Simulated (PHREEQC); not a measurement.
Dissolve 0.1 mol TMAH, 5.2e-05 mol CO2 and 0.00081 mol K2CO3 per kg of water at 20 °C. Closed to the air; pH follows from the charge balance.

The numbers come from PHREEQC with the ion-association model, phreeqc.dat.

```
Item                     Result
----------------  -------------
pH                        13.05
ionic strength    0.102 mol/kgw
total alkalinity     102 meq/kg
```

```json
[
 {"species": "(CH3)4N+", "molality": "0.100", "activity": "0.0769", "log γ": "-0.114"},
 {"species": "OH-", "molality": "0.0999", "activity": "0.0761", "log γ": "-0.118"},
 {"species": "K+", "molality": "0.00162", "activity": "0.00124", "log γ": "-0.117"},
 {"species": "CO3-2", "molality": "0.000861", "activity": "0.000332", "log γ": "-0.413"},
 {"species": "HCO3-", "molality": "8.98e-7", "activity": "7.08e-7", "log γ": "-0.103"}
]
```

This is a speciation only: nothing precipitates in the calculation. (CH3)4N+ isn't in the database: it is added as a free cation with an ion size of 4 Å.
